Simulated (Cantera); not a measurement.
Charge: 1 mol toluene, 0.52 mol O2, 0.27 mol N2, equilibrated at 2475 K and 3.70 bar.

Cantera equilibrium calculation (NASA polynomials, part measured and part estimated; ideal gas, pure solids and liquids). Candidate condensed phases: C, C6H6, C7H8, C8H18, H2O; 136 gas species. The numbers say what is thermodynamically allowed, not how fast it happens.

What is the equilibrium state?


```
Item                    Result
-------------------  ---------
x(H2)                    0.730
x(CO)                    0.195
x(N2)                   0.0440
x(HCN)                  0.0119
x(H)                   0.01000
x(C2H2 (acetylene))    0.00710
x(HNC)                 0.00135
x(CH4)                0.000308
x(CH3)                 7.63e-5
n(C(graphite))        5.81 mol
gas amount           5.335 mol
```
